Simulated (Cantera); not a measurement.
## Adiabatic ignition

An adiabatic, constant-volume homogeneous reactor starts with CH4 : H2 : O2 : N2 = 1 : 0.3 : 1.79 : 6.74 (molar parts), equivalence ratio 1.2, at 1398 K and 0.440 bar.

Model: GRI-Mech 3.0 (53 species, 325 reactions), integrated in Cantera.

```tsv
t (s)	T (K)	P (bar)	x CH4	x H2	x O2	x CO2	x HCO	x OH	x NO
6.00e-6	1398	0.440	0.102	0.0305	0.182	<1e-12	<1e-12	2.84e-9	<1e-12
1.53e-5	1398	0.440	0.102	0.0305	0.182	<1e-12	<1e-12	4.22e-9	<1e-12
3.91e-5	1398	0.440	0.102	0.0305	0.182	2.10e-12	<1e-12	8.25e-9	<1e-12
9.99e-5	1398	0.440	0.102	0.0305	0.182	4.94e-11	1.23e-12	2.47e-8	<1e-12
0.000255	1398	0.440	0.102	0.0305	0.182	3.51e-9	3.83e-11	1.48e-7	<1e-12
0.000651	1401	0.441	0.101	0.0303	0.182	2.00e-6	1.70e-8	2.50e-6	<1e-12
0.00166	2764	0.932	<1e-12	0.0419	0.0132	0.0327	1.11e-7	0.0243	0.000591
0.00424	2840	0.952	<1e-12	0.0414	0.00988	0.0334	1.06e-7	0.0218	0.00743
0.0108	2840	0.952	<1e-12	0.0415	0.00984	0.0334	1.06e-7	0.0218	0.00761
0.0277	2840	0.952	<1e-12	0.0415	0.00984	0.0334	1.06e-7	0.0218	0.00761
0.0706	2840	0.952	<1e-12	0.0415	0.00984	0.0334	1.06e-7	0.0218	0.00761
0.180	2840	0.952	<1e-12	0.0415	0.00984	0.0334	1.06e-7	0.0218	0.00761
0.460	2840	0.952	<1e-12	0.0415	0.00984	0.0334	1.06e-7	0.0218	0.00761
1.18	2840	0.952	<1e-12	0.0415	0.00984	0.0334	1.06e-7	0.0218	0.00761
3.00	2840	0.952	<1e-12	0.0415	0.00984	0.0334	1.06e-7	0.0218	0.00761
```
x: mole fraction; the columns are a selection and need not sum to one.

```yaml
time_of_steepest_temperature_rise: 1.56 ms
temperature at 3.00 s: 2840 K
equilibrium_temperature: 2840 K
x(CH4) at 3.00 s: <1e-12 (gas-phase equilibrium <1e-12)
x(H2) at 3.00 s: 0.0415 (gas-phase equilibrium 0.0415)
x(O2) at 3.00 s: 0.00984 (gas-phase equilibrium 0.00984)
```
